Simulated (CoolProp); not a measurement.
A closed Brayton cycle with nitrogen: compressor inlet 309.15 K and 1.7 MPa, high pressure 3.81 MPa, turbine inlet 970 K, compressor efficiency 0.8, turbine efficiency 0.9, recuperator effectiveness 0.8 (on enthalpy, no pinch check). Each further row changes one setting.

Values from CoolProp's reference Helmholtz-energy equation of state, Span 2000.

| case | thermal efficiency (%) | net work (kJ/kg) | compressor to turbine work | compressor exit (K) | turbine exit (K) |
|---|---|---|---|---|---|
| as stated | (withheld) | 85.9 | 0.55 | 409.6 | 804.8 |
| turbine inlet 920 K | (withheld) | (withheld) | (withheld) | 409.6 | (withheld) |
| compressor inlet 319.15 K | (withheld) | 82.4 | 0.57 | 422.8 | 804.8 |
| high pressure 3.24 MPa | 29.0 | (withheld) | (withheld) | 387.6 | 835.7 |
| recuperator effectiveness 0.5 | 21.1 | 85.9 | 0.55 | 409.6 | 804.8 |

Q: Fill in the missing entries.

A: 
- as stated, thermal efficiency (%): 30.9
- turbine inlet 920 K, thermal efficiency (%): 29.4
- turbine inlet 920 K, net work (kJ/kg): 75.9
- turbine inlet 920 K, compressor to turbine work: 0.58
- turbine inlet 920 K, turbine exit (K): 761.9
- compressor inlet 319.15 K, thermal efficiency (%): 29.9
- high pressure 3.24 MPa, net work (kJ/kg): 73.8
- high pressure 3.24 MPa, compressor to turbine work: 0.53
